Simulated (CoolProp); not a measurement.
Values from CoolProp's reference Helmholtz-energy equation of state, Gao 2020.

**Question.** For ammonia, give the phase and the density (kg/m³), Joule-Thomson coefficient (K/MPa), viscosity (µPa s) at 25.25 °C and 51.1 bar; 25.25 °C and 68.2 bar.

**Answer.** 
- 25.25 °C and 51.1 bar: liquid; density 606, Joule-Thomson coefficient -0.0944, viscosity 135
- 25.25 °C and 68.2 bar: liquid; density 608, Joule-Thomson coefficient -0.0986, viscosity 136

Viscosity comes from a separate model (Fenghour 1995).
